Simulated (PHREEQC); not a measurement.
Dissolve 0.19 mol H2SO4 and 0.12 mol ZnSO4 per kg of water at 25 °C. Closed to the air; pH follows from the charge balance.

The numbers come from PHREEQC with the ion-association model, phreeqc.dat.

Precipitation was switched off in this run.

### Question
Estimate the pH, activity of water, ionic strength.

### Answer
pH 0.86; activity of water 0.991; ionic strength 0.459 mol/kgw.

### Question
In which forms is S present?

### Answer
HSO4- 64 %, SO4-2 16 %, ZnSO4 12 %, Zn(SO4)2-2 7.9 % of the S.

Complexes and solids missing from the database can't appear.
